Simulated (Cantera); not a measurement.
Feed: 1 mol Fe, 0.019 mol HCl, 0.71 mol N₂, at 1525 K and 24.0 mbar.

Method: chemical equilibrium by Gibbs-energy minimisation in Cantera with the NASA 1993 tables (ideal gas, pure condensed phases). Candidate condensed phases: Fe, FeCl₂, FeCl₃, NH₄Cl; 18 gas species. Rates play no part.

Base state: N₂ 0.974, HCl 0.00940, FeCl₂ 0.00832, H₂ 0.00832, H 1.39e-5, Cl 1.26e-5, Fe 1.05e-5 (mole fractions); condensed: Fe(γ).

Question: What changes in the equilibrium state with this change: HCl from 0.019 to 0.037 mol?

Answer: 
```
species      before    after
----------  -------  -------
N₂            0.974    0.950
HCl         0.00940   0.0179
H₂          0.00832   0.0158
FeCl₂       0.00832   0.0158
H           1.39e-5  1.92e-5
Cl          1.26e-5  1.74e-5
Fe          1.05e-5  1.05e-5
Fe(γ), mol    0.994    0.988
```
